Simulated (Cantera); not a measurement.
Feed: 1 mol Si, 4.2 mol H2, 0.51 mol Cl2, at 973 K and 90.0 Torr.

Method: chemical equilibrium by Gibbs-energy minimisation in Cantera with the NASA 1993 tables (ideal gas, pure condensed phases). Candidate condensed phases: Si; 19 gas species. The tables' values for SiCl3 are old estimates; treat these amounts as uncertain. Equilibrium is a limit: real reactors are often held back by kinetics, nucleation or transport.

What is the equilibrium state?


| Property | Value |
|---|---|
| x(H2) | 0.928 |
| x(SiCl4) | 0.0405 |
| x(SiHCl3) | 0.0169 |
| x(HCl) | 0.0125 |
| x(SiH2Cl2) | 0.000739 |
| x(SiCl3) | 0.000618 |
| x(SiCl2) | 0.000270 |
| x(SiH3Cl) | 8.14e-6 |
| n(Si(s)) | 0.737 mol |
| gas amount | 4.450 mol |
